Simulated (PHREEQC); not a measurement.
**Geothermal or formation water**

Synthetic water in mmol/kgw, 55 °C, pH 7.26:

| constituent | mmol/kgw |
|---|---|
| Na | 372 |
| K | 158 |
| Ca | 1.1 |
| Mg | 17.9 |
| Cl | 526 |
| S(6) | 14.1 |
| Alkalinity (meq/kgw) | 0.0194 |
| B | 0.145 |
| Mn(2) | 0.0793 |
| Fe(2) | 0.176 |

Valence states are taken as typed.

The numbers come from PHREEQC with the ion-association model, phreeqc.dat.

ionic strength: 0.576 mol/kgw
activity of water: 0.982
specific conductance: 87100 µS/cm
density: 1.009 g/cm³
charge-balance error: 1.3 %

```
species  molality  activity   log γ
-------  --------  --------  ------
Cl-         0.526     0.329  -0.204
Na+         0.369     0.259  -0.154
K+          0.156    0.0965  -0.209
Mg+2       0.0157   0.00423  -0.570
SO4-2     0.00696   0.00125  -0.747
NaSO4-    0.00286   0.00192  -0.173
MgSO4     0.00218   0.00249   0.058
KSO4-     0.00203   0.00136  -0.173
Ca+2      0.00104  0.000245  -0.629
Fe+2     0.000143   3.21e-5  -0.651
```

No solid was allowed to form. Complexes and solids missing from the database can't appear. Away from 25 °C the constants follow the database's enthalpies or fits; those with neither stay at their 25 °C values.
